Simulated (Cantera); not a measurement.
**SiCl4 + H2 + HCl (silicon epitaxy and polysilicon growth)**

Charge: 1 mol SiCl4, 4.5 mol H2, a varied amount of HCl, at 1048 K and 42000 Pa.

These are equilibrium values from Cantera (NASA tables, ideal gas, pure condensed phases), not measurements of a reactor. Candidate condensed phases: Si; 19 gas species. The tables' values for SiCl3 are old estimates; treat these amounts as uncertain. Kinetics and transport are ignored.

```
n(HCl) (mol)   x H2   x HCl  x SiCl4  x SiHCl3
------------  -----  ------  -------  --------
0.24          0.763  0.0628    0.154    0.0191
0.29          0.758  0.0690    0.154    0.0173
0.35          0.752  0.0767    0.154    0.0155
0.43          0.744  0.0871    0.154    0.0135
0.52          0.735  0.0990    0.154    0.0117
0.63          0.723   0.113    0.152   0.00994
0.77          0.709   0.132    0.151   0.00829
0.94          0.691   0.153    0.148   0.00683
1.1           0.676   0.173    0.145   0.00581
1.4           0.647   0.208    0.140   0.00447
1.7           0.621   0.240    0.135   0.00358
2.1           0.589   0.279    0.129   0.00278
2.5           0.560   0.315    0.123   0.00223
```
x: gas mole fraction; nothing condenses.

From 0.24 mol HCl to 2.5 mol HCl nothing is condensed. The main Si-bearing gas is SiCl4 throughout.
